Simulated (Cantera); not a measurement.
Input: 1 mol Si3N4, 1.8 mol F2, 13 mol H2, 1.2 mol Cl2, held at 525 °C and 0.160 bar.

Cantera equilibrium calculation (NASA polynomials, part measured and part estimated; ideal gas, pure solids and liquids). Candidate condensed phases: NH4Cl, Si, Si3N4; 49 gas species. Kinetics and transport are ignored.

Base state: H2 0.758, HCl 0.142, SiF4 0.0573, N2 0.0401, SiCl4 0.00280, NH3 6.45e-5, HF 4.98e-5, SiHF3 2.92e-5 (mole fractions); condensed: Si3N4(s).

**Question.** What changes in the equilibrium state with this change: temperature from 525 °C to 1027 °C?

**Answer.** 
| species | before | after |
|---|---|---|
| H2 | 0.758 | 0.751 |
| HCl | 0.142 | 0.150 |
| SiF4 | 0.0573 | 0.0550 |
| HF | 4.98e-5 | 0.00244 |
| N2 | 0.0401 | 0.0388 |
| SiCl2 | <1e-9 | 0.000148 |
| SiF3 | 1.47e-8 | 0.000720 |
| SiCl3 | 2.52e-8 | 0.000114 |
| SiH2F2 | 8.87e-9 | 2.16e-5 |
| SiHF3 | 2.92e-5 | 0.00158 |
| Si3N4(s), mol | 0.685 | 0.695 |
The tables' values for SiF3, SiCl3 are old estimates; treat these amounts as uncertain.

**Question.** What changes in the equilibrium state with this change: F2 from 1.8 to 5.4 mol?

**Answer.** 
```csv
species,before,after
H2,0.758,0.634
SiF4,0.0573,0.144
HCl,0.142,0.123
N2,0.0401,0.0971
SiHCl3,1.32e-5,5.75e-6
SiCl4,0.00280,0.00127
SiHF3,2.92e-5,4.61e-5
"Si3N4(s), mol",0.685,0.0921
```

**Question.** What changes in the equilibrium state with this change: F2 from 1.8 to 15 mol?

**Answer.** 
| species | before | after |
|---|---|---|
| HF | 4.98e-5 | 0.638 |
| SiF4 | 0.0573 | 0.106 |
| H2 | 0.758 | 0.0993 |
| HCl | 0.142 | 0.0851 |
| N2 | 0.0401 | 0.0709 |
| SiCl4 | 0.00280 | <1e-9 |
| SiHF3 | 2.92e-5 | <1e-9 |
| SiHCl3 | 1.32e-5 | <1e-9 |
| Si3N4(s), mol | 0.685 | 0 |
